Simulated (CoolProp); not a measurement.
A closed Brayton cycle with carbon dioxide: compressor inlet 310.15 K and 7.5 MPa, high pressure 17.8 MPa, turbine inlet 775 K, compressor efficiency 0.8, turbine efficiency 0.85, recuperator effectiveness 0.8 (on enthalpy, no pinch check). Each further row changes one setting.

The numbers come from the reference Helmholtz-energy equation of state, Span 1996 in CoolProp.

| case | thermal efficiency (%) | net work (kJ/kg) | compressor to turbine work | compressor exit (K) | turbine exit (K) |
|---|---|---|---|---|---|
| as stated | (withheld) | 62.7 | 0.38 | 375.6 | 680.8 |
| turbine inlet 725 K | (withheld) | 55.3 | 0.41 | 375.6 | 634.2 |
| compressor inlet 320.15 K | (withheld) | (withheld) | (withheld) | 394.7 | 680.8 |
| high pressure 15.1 MPa | (withheld) | 53.1 | 0.36 | (withheld) | 698.3 |
| recuperator effectiveness 0.5 | (withheld) | 62.7 | 0.38 | 375.6 | 680.8 |

**Question.** What belongs in the gaps?

**Answer.** 
- as stated, thermal efficiency (%): 24.9
- turbine inlet 725 K, thermal efficiency (%): 23.7
- compressor inlet 320.15 K, thermal efficiency (%): 23.6
- compressor inlet 320.15 K, net work (kJ/kg): 54.6
- compressor inlet 320.15 K, compressor to turbine work: 0.46
- high pressure 15.1 MPa, thermal efficiency (%): 22.8
- high pressure 15.1 MPa, compressor exit (K): 362.8
- recuperator effectiveness 0.5, thermal efficiency (%): 17.6
